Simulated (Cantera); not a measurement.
A closed system holds: 1 mol Zr, 1.2 mol N₂, at 875 K and 0.210 bar.

These are equilibrium values from Cantera (NASA tables, ideal gas, pure condensed phases), not measurements of a reactor. Candidate condensed phases: Zr, ZrN; 4 gas species. ZrN: taken at fixed stoichiometry. Rates play no part.

### Question
What is the equilibrium state?

### Answer
```
Property                               Value
--------------------------------  ----------
x(N₂)                                   1.00
n(ZrN(s))                           1.00 mol
gas amount                        0.7000 mol
log10 activity of Zr(α) (absent)      -16.56
```
